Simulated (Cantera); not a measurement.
A Cantera script and what it prints.

```python
import numpy as np
import cantera as ct

gas_names = """
    H H2 H2S N NH NH2 NH3 N2 N2H2 N2H4 Ni NiS S SH SN S2 S8
""".split()
cond_names = """
    Ni(cr) Ni(L) NiS(b) NiS(a) NiS(L) NiS2(s) NiS2(L) Ni3S2(I) Ni3S2(II) Ni3S2(L) Ni3S4(s) S(cr1) S(cr2)
    S(L)
""".split()


# ... load() reads the species with a 1 bar reference pressure and builds the phases ...
atoms = {
    'Ni': {'Ni': 1},
    'H2S': {'H': 2, 'S': 1},
    'N2': {'N': 2},
}
top_T = {'Ni3S4(s)': 620}  # K; cautious upper limits of use, not melting points


# ... equilibrate(T, P, feed) seeds the gas with the atoms and calls Mixture.equilibrate('TP', solver="vcs", rtol=1e-11, max_steps=5000) ...
results = []
feed = {'Ni': 1, 'H2S': 4.9, 'N2': 90}  # mol
P = 480000  # Pa
for T in [1125, 1225, 1325, 1425, 1525, 1625, 1725, 1825]:
    mix = equilibrate(T, P, feed)
    results.append((T, P, feed, dict(zip(mix.species_names, mix.species_moles))))

top = {s: max(r[3][s] / sum(r[3][g] for g in gas_names) for r in results) for s in gas_names}
cols = sorted((s for s in top if top[s] > 0.0001), key=lambda s: -top[s])[:5]
seen = [c for c in cond_names if any(r[3].get(c, 0) > 1e-12 for r in results)]
print("log10 of partial pressures in bar; condensed amounts in mol")
print(f"{'T/K':>10s}" + "".join(f"{s[:9]:>10s}" for s in cols + seen))
for T, P, feed, n in results:
    ng = sum(n[g] for g in gas_names)
    print(f"{T:10.4g}" + "".join(f"{np.log10(max(n[s] / ng * P / 1e5, 1e-99)):10.3f}" for s in cols)
          + "".join(f"{n.get(c, 0):10.4g}" for c in seen))
```

Result:

```
log10 of partial pressures in bar; condensed amounts in mol
       T/K        N2       H2S        H2        S2        SH  Ni3S2(L)
      1125     0.657    -0.708    -1.290    -2.056    -4.327    0.3333
      1225     0.657    -0.753    -1.153    -1.737    -3.816    0.3333
      1325     0.655    -0.816    -1.030    -1.526    -3.410    0.3333
      1425     0.654    -0.893    -0.930    -1.379    -3.081    0.3333
      1525     0.653    -0.983    -0.853    -1.275    -2.813    0.3333
      1625     0.652    -1.080    -0.796    -1.203    -2.591    0.3333
      1725     0.652    -1.181    -0.754    -1.152    -2.407    0.3333
      1825     0.651    -1.284    -0.724    -1.117    -2.251    0.3331
```

Equilibrium computed with Cantera from the NASA thermochemical tables; the gas is ideal and each condensed phase is pure. Gases not in the tables: S3 to S7.
